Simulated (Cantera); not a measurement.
A freely propagating, adiabatic, planar premixed flame of CH₄ : O₂ : N₂ : CO₂ = 1 : 2.33 : 8.37 : 0.31 (molar parts), equivalence ratio 0.86, unburnt at 675 K and 0.132 atm; mixture-averaged transport, grid criteria slope 0.08 and curve 0.16, no radiation.

Computed with Cantera and GRI-Mech 3.0 (53 species, 325 reactions). Burning velocities carry a grid error of a few per cent, more on coarse grids.

Question: How do the results move with these cheaper or finer settings: unity-Lewis-number transport; multicomponent transport; multicomponent+Soret transport; grid criteria slope 0.5, curve 1; grid criteria slope 0.25, curve 0.5; grid criteria slope 0.03, curve 0.06?

Answer: 
| setting | laminar burning velocity | thermal thickness | peak x(CH₂O) | peak x(C₂H) | grid points |
|---|---|---|---|---|---|
| as above | 206 cm/s | 2.02 mm | 0.00109 | 1.24e-7 | 155 |
| unity-Lewis-number transport | 142 cm/s | 2.28 mm | 0.000928 | 7.16e-8 | 148 |
| multicomponent transport | 206 cm/s | 2.05 mm | 0.00109 | 1.26e-7 | 155 |
| multicomponent+Soret transport | 204 cm/s | 2.04 mm | 0.00108 | 1.18e-7 | 155 |
| grid criteria slope 0.5, curve 1 | 227 cm/s | 2.32 mm | 0.00108 | 1.15e-7 | 50 |
| grid criteria slope 0.25, curve 0.5 | 215 cm/s | 2.13 mm | 0.00108 | 1.24e-7 | 72 |
| grid criteria slope 0.03, curve 0.06 | 203 cm/s | 1.99 mm | 0.00109 | 1.24e-7 | 347 |
The base run took around 40 core-seconds (rough).
Unity Lewis numbers drop preferential diffusion, which matters most where H2 and H carry the flame; Soret adds thermal diffusion.
